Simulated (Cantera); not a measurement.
## Premixed flame

A freely propagating, adiabatic, planar premixed flame of H2 : O2 : N2 = 1 : 0.294 : 1.11 (molar parts), equivalence ratio 1.7, unburnt at 525 K and 0.280 bar; mixture-averaged transport, grid criteria slope 0.08 and curve 0.16, no radiation.

Detailed kinetics in Cantera: the H2/O2 subset of GRI-Mech 3.0, which has no nitrogen chemistry. Burning velocities carry a grid error of a few per cent, more on coarse grids.

| z (mm) | T (K) | u (m/s) | x H2 | x O2 | x O | x HO2 | x H2O2 | x H2O |
|---|---|---|---|---|---|---|---|---|
| -6.75 | 525 | 6.24 | 0.416 | 0.122 | <1e-8 | <1e-8 | <1e-8 | <1e-8 |
| -4.50 | 525 | 6.24 | 0.416 | 0.122 | <1e-8 | <1e-8 | <1e-8 | <1e-8 |
| -3.38 | 525 | 6.24 | 0.416 | 0.122 | <1e-8 | <1e-8 | <1e-8 | <1e-8 |
| -2.25 | 525 | 6.24 | 0.416 | 0.122 | <1e-8 | 2.23e-7 | <1e-8 | 1.43e-8 |
| -1.13 | 537 | 6.37 | 0.414 | 0.122 | 8.56e-6 | 0.000110 | 1.76e-6 | 0.000620 |
| -0.563 | 719 | 8.38 | 0.386 | 0.117 | 0.000232 | 6.49e-5 | 3.68e-6 | 0.0157 |
| 0 | 1135 | 12.9 | 0.255 | 0.0721 | 0.00480 | 2.34e-5 | 7.11e-7 | 0.112 |
| 0.563 | 1407 | 15.8 | 0.149 | 0.0130 | 0.00555 | 4.08e-6 | 5.87e-7 | 0.224 |
| 1.13 | 1513 | 16.9 | 0.139 | 0.00438 | 0.00437 | 1.28e-6 | 4.64e-7 | 0.242 |
| 2.25 | 1630 | 18.0 | 0.146 | 0.00298 | 0.00387 | 7.83e-7 | 3.34e-7 | 0.247 |
| 4.50 | 1760 | 19.3 | 0.155 | 0.00231 | 0.00320 | 5.52e-7 | 1.99e-7 | 0.250 |
| 9.00 | 1898 | 20.6 | 0.164 | 0.00158 | 0.00230 | 3.61e-7 | 1.04e-7 | 0.255 |
| 18.0 | 2026 | 21.7 | 0.171 | 0.000945 | 0.00144 | 2.25e-7 | 5.35e-8 | 0.261 |
x: mole fraction of selected species; z is measured from the peak of heat release.

The laminar burning velocity comes out as 624 cm/s and the thermal thickness comes out as 2.25 mm. The peak x(O) is 0.00646, the peak x(HO2) is 0.000115 and the peak x(H2O2) is 4.69e-6. The grid points is 138.
